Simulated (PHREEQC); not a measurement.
Dissolve 4.4e-05 mol/kgw Ca(HCO3)2, 0.0019 mol/kgw Na2SO4 and 0.00098 mol/kgw MgSO4 at 93 °C. Closed to the air; pH follows from the charge balance.

Equilibrium calculation in PHREEQC: ion-association model, phreeqc.dat.

Problem. The ionic strength comes out as 0.00767 mol/kgw. What activity coefficients do Ca+2, HCO3-, Na+, MgOH+, NaSO4- get?

Solution. Ca+2 0.66, HCO3- 0.90, Na+ 0.90, MgOH+ 0.91, NaSO4- 0.90.

This is a speciation only: nothing precipitates in the calculation. Complexes and solids missing from the database can't appear. Constants without temperature data keep their 25 °C values here.
